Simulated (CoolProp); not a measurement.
Properties of n-hexane along the isotherm 326.85 °C.

Values from CoolProp's reference Helmholtz-energy equation of state, Thol 2019.

```json
[
 {"p (bar)": "5.44", "phase": "gas", "conductivity (mW/(m K))": "48.7", "Prandtl number": "0.756"},
 {"p (bar)": "10.9", "phase": "gas", "conductivity (mW/(m K))": "48.9", "Prandtl number": "0.799"},
 {"p (bar)": "16.3", "phase": "gas", "conductivity (mW/(m K))": "49.2", "Prandtl number": "0.851"},
 {"p (bar)": "21.7", "phase": "gas", "conductivity (mW/(m K))": "49.8", "Prandtl number": "0.906"},
 {"p (bar)": "27.2", "phase": "gas", "conductivity (mW/(m K))": "50.7", "Prandtl number": "0.962"},
 {"p (bar)": "32.6", "phase": "supercritical", "conductivity (mW/(m K))": "51.9", "Prandtl number": "1.02"},
 {"p (bar)": "38.1", "phase": "supercritical", "conductivity (mW/(m K))": "53.6", "Prandtl number": "1.08"},
 {"p (bar)": "43.5", "phase": "supercritical", "conductivity (mW/(m K))": "55.7", "Prandtl number": "1.15"},
 {"p (bar)": "48.9", "phase": "supercritical", "conductivity (mW/(m K))": "58.1", "Prandtl number": "1.23"},
 {"p (bar)": "54.4", "phase": "supercritical", "conductivity (mW/(m K))": "61.0", "Prandtl number": "1.32"},
 {"p (bar)": "59.8", "phase": "supercritical", "conductivity (mW/(m K))": "63.8", "Prandtl number": "1.42"},
 {"p (bar)": "65.2", "phase": "supercritical", "conductivity (mW/(m K))": "66.6", "Prandtl number": "1.51"},
 {"p (bar)": "70.7", "phase": "supercritical", "conductivity (mW/(m K))": "69.0", "Prandtl number": "1.60"},
 {"p (bar)": "76.1", "phase": "supercritical", "conductivity (mW/(m K))": "71.0", "Prandtl number": "1.68"}
]
```

Viscosity comes from a separate model (Michailidou 2013). Thermal conductivity comes from a separate model (Assael 2013).
